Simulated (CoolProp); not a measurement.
Values from CoolProp's reference Helmholtz-energy equation of state, Zhou 2011.

Problem. Give the vapour pressure (bar), liquid density (kg/m³), liquid cp (kJ/(kg K)), vapour Z of saturated dimethyl carbonate at 141.55 °C.

Solution. 
```
T (°C)  p (bar)  liquid density (kg/m³)  liquid cp (kJ/(kg K))  vapour Z
------  -------  ----------------------  ---------------------  --------
141.55     4.12                     897                   2.11     0.920
```
